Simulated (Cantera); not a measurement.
Input (Python, Cantera) and output of one run.

```python
import numpy as np
import cantera as ct

gas_names = [...]  # 151 gases of nasa_gas.yaml made of C, H, N, O, Si
cond_names = """
    C(gr) C6H6(L) C7H8(L) C8H18(L),n-octa H2O(s) H2O(L) Si(cr) Si(L) SiC(b) SiO2(Lqz) SiO2(hqz) SiO2(L)
    Si2N2O(s) Si3N4(a)
""".split()


# ... load() reads the species with a 1 bar reference pressure and builds the phases ...
atoms = {
    'SiC': {'Si': 1, 'C': 1},
    'N2O': {'N': 2, 'O': 1},
    'H2': {'H': 2},
}
top_T = {'C(gr)': 4500, 'SiC(b)': 3050, 'Si2N2O(s)': 2100, 'Si3N4(a)': 2400}  # K; cautious upper limits of use, not melting points


# ... equilibrate(T, P, feed) seeds the gas with the atoms and calls Mixture.equilibrate('TP', solver="vcs", rtol=1e-11, max_steps=5000) ...
results = []
T = 1773  # K
P = 101325  # Pa
for m in [28, 35, 44, 55, 70, 88, 110, 140, 180]:
    feed = {'SiC': 1, 'N2O': 0.32, 'H2': m}  # mol
    mix = equilibrate(T, P, feed)
    results.append((T, P, feed, dict(zip(mix.species_names, mix.species_moles))))
    x = sorted(zip(gas.X, gas.species_names), reverse=True)
    print(f"T = {T:g} K  P = {P:g} Pa  n(H2) = {m:g} mol  gas = {mix.phase_moles(0):.4g} mol")
    print("   x: " + "  ".join(f"{s} {v:.3e}" for v, s in x if v > 1e-06))
    print("   condensed (mol): " + ("  ".join(f"{mix.phase(i).name} {mix.phase_moles(i):.4g}"
          for i in range(1, mix.n_phases) if mix.phase_moles(i) > 1e-12) or "none"))
```

It prints:

```
T = 1773 K  P = 101325 Pa  n(H2) = 28 mol  gas = 28.47 mol
   x: H2 9.831e-01  N2 8.159e-03  CO 7.014e-03  SiO 1.177e-03  H 2.802e-04  CH4 1.444e-04  HCN 8.414e-05  H2O 1.305e-05  C2H2,acetylene 4.210e-06  HNC 3.002e-06  SiH2 2.947e-06  NH3 2.757e-06
   condensed (mol): SiC(b) 0.7935  Si2N2O(s) 0.08645
T = 1773 K  P = 101325 Pa  n(H2) = 35 mol  gas = 35.48 mol
   x: H2 9.860e-01  N2 6.739e-03  CO 5.527e-03  SiO 1.235e-03  H 2.806e-04  CH4 1.259e-04  HCN 6.637e-05  H2O 1.190e-05  SiH2 3.410e-06  C2H2,acetylene 3.171e-06  NH3 2.516e-06  HNC 2.368e-06
   condensed (mol): SiC(b) 0.7967  Si2N2O(s) 0.07964
T = 1773 K  P = 101325 Pa  n(H2) = 44 mol  gas = 44.5 mol
   x: H2 9.884e-01  N2 5.574e-03  CO 4.302e-03  SiO 1.289e-03  H 2.810e-04  CH4 1.092e-04  HCN 5.219e-05  H2O 1.075e-05  SiH2 3.959e-06  C2H2,acetylene 2.370e-06  NH3 2.297e-06  HNC 1.862e-06
   condensed (mol): SiC(b) 0.801  Si2N2O(s) 0.07068
T = 1773 K  P = 101325 Pa  n(H2) = 55 mol  gas = 55.52 mol
   x: H2 9.902e-01  N2 4.667e-03  CO 3.345e-03  SiO 1.335e-03  H 2.812e-04  CH4 9.500e-05  HCN 4.143e-05  H2O 9.666e-06  SiH2 4.576e-06  NH3 2.108e-06  C2H2,acetylene 1.784e-06  HNC 1.478e-06
   condensed (mol): SiC(b) 0.8064  Si2N2O(s) 0.05961
T = 1773 K  P = 101325 Pa  n(H2) = 70 mol  gas = 70.55 mol
   x: H2 9.918e-01  N2 3.887e-03  CO 2.523e-03  SiO 1.373e-03  H 2.815e-04  CH4 8.162e-05  HCN 3.240e-05  H2O 8.526e-06  SiH2 5.352e-06  NH3 1.928e-06  C2H2,acetylene 1.310e-06  HNC 1.156e-06
   condensed (mol): SiC(b) 0.8136  Si2N2O(s) 0.04453
T = 1773 K  P = 101325 Pa  n(H2) = 88 mol  gas = 88.59 mol
   x: H2 9.930e-01  N2 3.296e-03  CO 1.907e-03  SiO 1.396e-03  H 2.816e-04  CH4 7.054e-05  HCN 2.574e-05  H2O 7.484e-06  SiH2 6.215e-06  NH3 1.779e-06
   condensed (mol): SiC(b) 0.8222  Si2N2O(s) 0.02673
T = 1773 K  P = 101325 Pa  n(H2) = 110 mol  gas = 110.6 mol
   x: H2 9.940e-01  N2 2.830e-03  CO 1.431e-03  SiO 1.404e-03  H 2.818e-04  CH4 6.104e-05  HCN 2.061e-05  SiH2 7.203e-06  H2O 6.507e-06  NH3 1.650e-06
   condensed (mol): SiC(b) 0.8324  Si2N2O(s) 0.005654
T = 1773 K  P = 101325 Pa  n(H2) = 140 mol  gas = 140.7 mol
   x: H2 9.951e-01  N2 2.265e-03  SiO 1.170e-03  CO 1.100e-03  H 2.819e-04  CH4 5.877e-05  HCN 1.772e-05  SiH2 7.507e-06  H2O 5.214e-06  NH3 1.479e-06
   condensed (mol): SiC(b) 0.8342
T = 1773 K  P = 101325 Pa  n(H2) = 180 mol  gas = 180.7 mol
   x: H2 9.961e-01  N2 1.763e-03  SiO 9.170e-04  CO 8.502e-04  H 2.821e-04  CH4 5.847e-05  HCN 1.553e-05  SiH2 7.569e-06  H2O 4.063e-06  NH3 1.307e-06
   condensed (mol): SiC(b) 0.8326
```

Cantera equilibrium calculation (NASA polynomials, part measured and part estimated; ideal gas, pure solids and liquids). Mutual solubility and eutectic melting of coexisting phases are not modelled.
